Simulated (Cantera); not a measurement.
Input: 1 mol Si3H8, 0.75 mol Cl2, 55 mol N2, equilibrated at 35.3 Torr.

Cantera equilibrium calculation (NASA polynomials, part measured and part estimated; ideal gas, pure solids and liquids). Candidate condensed phases: NH4Cl, Si, Si3N4; 28 gas species. The feed counts by its element totals alone. N2 is the only nitrogen source here; it is nearly inert below about 1500 K, so the nitride shown seldom forms there in practice. The numbers say what is thermodynamically allowed, not how fast it happens. All values below are at 900 °C.

Base state: N2 0.918, H2 0.0563, HCl 0.0259 (mole fractions); condensed: Si3N4(s).

Q: What changes in the equilibrium state with this change: Cl2 from 0.75 to 0.33 mol?

A: 
```
species        before   after
-------------  ------  ------
N2              0.918   0.924
H2             0.0563  0.0640
HCl            0.0259  0.0115
Si3N4(s), mol   1.000   1.000
```

Q: What changes in the equilibrium state with this change: Cl2 from 0.75 to 0.054 mol?

A: 
```
species        before    after
-------------  ------  -------
N2              0.918    0.929
H2             0.0563   0.0692
HCl            0.0259  0.00189
Si3N4(s), mol   1.000     1.00
```
